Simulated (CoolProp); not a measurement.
Values from CoolProp's reference Helmholtz-energy equation of state, Lemmon 2022.

**Question.** Give the vapour pressure (kPa), liquid cp (kJ/(kg K)), vapour Z, surface tension (mN/m) of saturated R1234yf at 201.1, 318, 357 K.

**Answer.** 
| T (K) | p (kPa) | liquid cp (kJ/(kg K)) | vapour Z | surface tension (mN/m) |
|---|---|---|---|---|
| 201.1 | 9.67 | 1.14 | 0.992 | 20.8 |
| 318 | 1150 | 1.51 | 0.753 | 3.87 |
| 357 | 2720 | 2.54 | 0.508 | 0.462 |

Surface tension comes from a separate correlation (Mulero 2012).
